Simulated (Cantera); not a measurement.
Charge: 1 mol c-C4F8, 0.32 mol H2, equilibrated at 3127 °C and 13.3 mbar.

Cantera equilibrium calculation (NASA polynomials, part measured and part estimated; ideal gas, pure solids and liquids). Candidate condensed phases: C, C6H6, C7H8, C8H18; 95 gas species. The feed counts by its element totals alone. The numbers say what is thermodynamically allowed, not how fast it happens.

Base state: F 0.705, C3 0.0824, CF 0.0735, HF 0.0524, C 0.0475, C2 0.0207, H 0.0143, CF2 0.00305 (mole fractions); condensed: gas only.

Q: What changes in the equilibrium state with this change: H2 from 0.32 to 3 mol?

A: 
```csv
species,before,after
F,0.705,0.327
HF,0.0524,0.315
H,0.0143,0.186
CF,0.0735,0.0325
C3,0.0824,0.0713
C2,0.0207,0.0188
C,0.0475,0.0453
H2,1.25e-5,0.00210
C2H2 (acetylene),4.13e-7,6.28e-5
CH,4.88e-6,6.02e-5
C2H,0.000134,0.00157
```

Q: What changes in the equilibrium state with this change: temperature from 3127 °C to 525 °C?

A: 
```json
[
 {"species": "CF4", "before": "3.47e-9", "after": "0.742"},
 {"species": "HF", "before": "0.0524", "after": "0.258"},
 {"species": "F", "before": "0.705", "after": "<1e-9"},
 {"species": "C3", "before": "0.0824", "after": "<1e-9"},
 {"species": "CF", "before": "0.0735", "after": "<1e-9"},
 {"species": "C", "before": "0.0475", "after": "<1e-9"},
 {"species": "C2", "before": "0.0207", "after": "<1e-9"},
 {"species": "H", "before": "0.0143", "after": "<1e-9"},
 {"species": "CF2", "before": "0.00305", "after": "<1e-9"},
 {"species": "C5", "before": "0.000837", "after": "<1e-9"},
 {"species": "C4", "before": "0.000336", "after": "<1e-9"},
 {"species": "C2H", "before": "0.000134", "after": "<1e-9"},
 {"species": "H2", "before": "1.25e-5", "after": "<1e-9"},
 {"species": "C(graphite), mol", "before": "0", "after": "2.16"}
]
```
Condensed phases not in the tables: fluorocarbon polymer. Gases not in the tables: C2F6 and larger saturated fluorocarbons.
